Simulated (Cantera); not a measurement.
Charge: 1 mol CF₄, 0.21 mol F₂, equilibrated at 1.33 mbar.

Cantera equilibrium calculation (NASA polynomials, part measured and part estimated; ideal gas, pure solids and liquids). Candidate condensed phases: C; 13 gas species. Gases not in the tables: C₂F₆ and larger saturated fluorocarbons. The numbers say what is thermodynamically allowed, not how fast it happens.

Task: Which condensed phases are stable at each of these points (T (K)): 1725, 1875, 2025, 2175, 2325, 2475, 2625, 2775, 2925, 3075, 3225, 3375?

Result: 
| T (K) | condensed phases | C condensed (%) |
|---|---|---|
| 1725 | gas only | 0.0 |
| 1875 | gas only | 0.0 |
| 2025 | gas only | 0.0 |
| 2175 | gas only | 0.0 |
| 2325 | gas only | 0.0 |
| 2475 | C(graphite) | 38.9 |
| 2625 | C(graphite) | 56.2 |
| 2775 | C(graphite) | 36.4 |
| 2925 | gas only | 0.0 |
| 3075 | gas only | 0.0 |
| 3225 | gas only | 0.0 |
| 3375 | gas only | 0.0 |

From 1725 K to 2325 K nothing is condensed. From 2475 K to 2775 K the condensed part is C(graphite). From 2925 K to 3375 K nothing is condensed.
